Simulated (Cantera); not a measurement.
**Low-pressure radical oxidation in H2/O2**

An isothermal, constant-pressure homogeneous reactor starts with 0.547 % H2, 99.5 % O2, at 1025 K and 0.0263 atm.

Computed with Cantera and the H2/O2 subset of GRI-Mech 3.0, which has no nitrogen chemistry. Radical loss at walls, strong at low pressure, is not modelled.

```csv
t (s),x H2,x O2,x H2O2,x H,x O,x OH,x HO2
2.00e-6,0.00547,0.995,<1e-12,<1e-12,<1e-12,<1e-12,<1e-12
1.00e-5,0.00547,0.995,<1e-12,1.88e-12,<1e-12,<1e-12,2.07e-12
5.02e-5,0.00547,0.995,<1e-12,6.84e-12,3.57e-12,3.47e-12,1.04e-11
0.000252,0.00547,0.995,<1e-12,1.54e-11,4.54e-11,3.92e-11,5.27e-11
0.00126,0.00547,0.995,<1e-12,7.26e-11,6.44e-10,4.08e-10,2.75e-10
0.00632,0.00547,0.995,2.07e-12,3.70e-8,4.17e-7,2.35e-7,1.27e-8
0.0317,2.43e-5,0.992,2.76e-8,8.30e-5,0.00219,0.000186,1.94e-6
0.159,1.74e-6,0.994,1.77e-8,4.28e-6,0.000335,6.32e-5,6.64e-7
0.796,9.89e-8,0.994,8.45e-9,7.17e-8,2.18e-5,1.63e-5,1.23e-7
3.99,5.39e-9,0.995,1.53e-9,1.19e-9,1.40e-6,4.19e-6,1.42e-8
20.0,4.70e-10,0.995,2.06e-10,3.77e-11,1.41e-7,1.33e-6,1.76e-9
```
x: mole fraction; the columns are a selection and need not sum to one.

Equilibrium at this temperature and pressure: H2 6.13e-12, O2 0.995, H2O2 3.44e-12, H <1e-12, O 2.03e-9, OH 1.59e-7, HO2 4.18e-10 (gas phase only).
